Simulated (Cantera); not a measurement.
## Fluorocarbon and chlorocarbon gases: c-C₄F₈ + CH₄

Feed: 1 mol c-C₄F₈, 1.4 mol CH₄, equilibrated at 7700 Pa.

Cantera equilibrium calculation (NASA polynomials, part measured and part estimated; ideal gas, pure solids and liquids). Candidate condensed phases: C, C₆H₆, C₇H₈, C₈H₁₈; 95 gas species. The feed counts by its element totals alone. Gases not in the tables: C₂F₆ and larger saturated fluorocarbons. The numbers say what is thermodynamically allowed, not how fast it happens.

```
T (°C)  log p HF  log p F  log p CF₄  log p CF₂  log p C₃  log p CF  log p H  n C(graphite)
------  --------  -------  ---------  ---------  --------  --------  -------  -------------
825        -1.16   -10.27      -2.13      -9.01      <-13      <-13   -12.38           4.80
1025       -1.16    -7.95      -2.13      -6.95      <-13    -12.65   -10.44           4.80
1225       -1.16    -6.25      -2.13      -5.45      <-13    -10.04    -9.00           4.80
1425       -1.16    -4.95      -2.13      -4.30      <-13     -8.05    -7.90           4.80
1625       -1.16    -3.93      -2.14      -3.41    -11.71     -6.49    -7.02           4.79
1825       -1.17    -3.11      -2.22      -2.73     -9.56     -5.25    -6.30           4.74
2025       -1.19    -2.49      -2.49      -2.27     -7.79     -4.28    -5.66           4.63
2225       -1.22    -2.10      -3.21      -2.13     -6.32     -3.59    -5.01           4.62
2425       -1.24    -1.88      -4.33      -2.27     -5.07     -3.13    -4.32           4.80
2625       -1.26    -1.78      -5.59      -2.54     -4.00     -2.81    -3.66           4.92
2825       -1.28    -1.73      -6.88      -2.88     -3.07     -2.58    -3.03           4.67
3025       -1.36    -1.73      -8.18      -3.26     -2.26     -2.42    -2.51           2.49
```
log p: log10 of the partial pressure in bar; n: condensed amount in mol.

From 825 °C to 3025 °C the condensed part is C(graphite). The main C-bearing gas is CF₄ at 825 °C and C₃ at 3025 °C. The share of C in condensed phases is highest at 2625 °C (91.1 %) and lowest at 3025 °C (46.2 %).
